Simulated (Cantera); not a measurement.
A Cantera script and what it prints.

```python
import numpy as np
import cantera as ct

gas_names = """
    C CN CO CO2 C2 CCN CNC C2N2 C2O C3 C3O2 C4 C4N2 C5 N NCO NO NO2 NO3 N2 N2O O O2 O3 Si SiC SiC2 SiN
    SiO SiO2 Si2 Si2C Si2N Si3
""".split()
cond_names = """
    C(gr) Si(cr) Si(L) SiC(b) SiO2(Lqz) SiO2(hqz) SiO2(L) Si2N2O(s) Si3N4(a)
""".split()


# ... load() reads the species with a 1 bar reference pressure and builds the phases ...
atoms = {
    'SiC': {'Si': 1, 'C': 1},
    'O2': {'O': 2},
    'N2': {'N': 2},
}
top_T = {'C(gr)': 4500, 'SiC(b)': 3050, 'Si2N2O(s)': 2100, 'Si3N4(a)': 2400}  # K; cautious upper limits of use, not melting points


# ... equilibrate(T, P, feed) seeds the gas with the atoms and calls Mixture.equilibrate('TP', solver="vcs", rtol=1e-11, max_steps=5000) ...
results = []
feed = {'SiC': 1, 'O2': 2.5, 'N2': 8.3}  # mol
P = 310000  # Pa
for T in [1548, 1573, 1598, 1623, 1648, 1673, 1698, 1723, 1748, 1773]:
    mix = equilibrate(T, P, feed)
    results.append((T, P, feed, dict(zip(mix.species_names, mix.species_moles))))

top = {s: max(r[3][s] / sum(r[3][g] for g in gas_names) for r in results) for s in gas_names}
cols = sorted((s for s in top if top[s] > 0.001), key=lambda s: -top[s])[:9]
seen = [c for c in cond_names if any(r[3].get(c, 0) > 1e-12 for r in results)]
print("log10 of partial pressures in bar; condensed amounts in mol")
print(f"{'T/K':>10s}" + "".join(f"{s[:9]:>10s}" for s in cols + seen))
for T, P, feed, n in results:
    ng = sum(n[g] for g in gas_names)
    print(f"{T:10.4g}" + "".join(f"{np.log10(max(n[s] / ng * P / 1e5, 1e-99)):10.3f}" for s in cols)
          + "".join(f"{n.get(c, 0):10.4g}" for c in seen))
```

Result:

```
log10 of partial pressures in bar; condensed amounts in mol
       T/K        N2       CO2        O2        NO SiO2(hqz)   SiO2(L)
      1548     0.419    -0.500    -0.804    -2.616         1         0
      1573     0.419    -0.500    -0.805    -2.567         1         0
      1598     0.419    -0.500    -0.805    -2.519         1         0
      1623     0.419    -0.500    -0.806    -2.474         1         0
      1648     0.419    -0.500    -0.806    -2.429         1         0
      1673     0.419    -0.500    -0.807    -2.386         1         0
      1698     0.419    -0.500    -0.807    -2.344         0         1
      1723     0.419    -0.500    -0.808    -2.304         0         1
      1748     0.419    -0.500    -0.808    -2.264         0         1
      1773     0.419    -0.500    -0.809    -2.226         0         1
```

Method: chemical equilibrium by Gibbs-energy minimisation in Cantera with the NASA 1993 tables (ideal gas, pure condensed phases). The tables hold silica as quartz up to 1696 K and as liquid above; real silica turns to tridymite and cristobalite and melts near 1996 K.
